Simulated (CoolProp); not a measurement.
The fluid at 293.15 K and 5.66 MPa flows at 0.17 m/s in a round tube of 10 mm bore and 0.25 µm roughness, fully developed (64/Re and Nu = 3.66 if laminar; Colebrook and Gnielinski if turbulent). The same conditions are run with several fluids, on thermodynamics alone (safety and materials aside).

Computed with CoolProp (reference Helmholtz-energy equation of state of each fluid (methane: Setzmann 1991; oxygen: Schmidt 1985; normal hydrogen: Leachman 2009; CF4 (R14): Platzer 1990; nitrogen: Span 2000)). The equations of Platzer and Polt are older, rougher fits.

```tsv
fluid	Reynolds number	Darcy friction factor	pressure drop (Pa/m)	heat-transfer coefficient (W/(m² K))	mass flow (kg/h)
methane	5780	0.0359	2.15	76.0	1.99
oxygen	6070	0.0354	3.94	57.1	3.70
normal hydrogen	869	0.0736	0.482	69.3	0.218
CF4 (R14)	19800	0.0260	9.82	124	12.6
nitrogen	5980	0.0356	3.36	54.9	3.15
```

Transport values come from each fluid's own correlations; those of CF4 (R14) are estimates that may be off by 10 % or more.
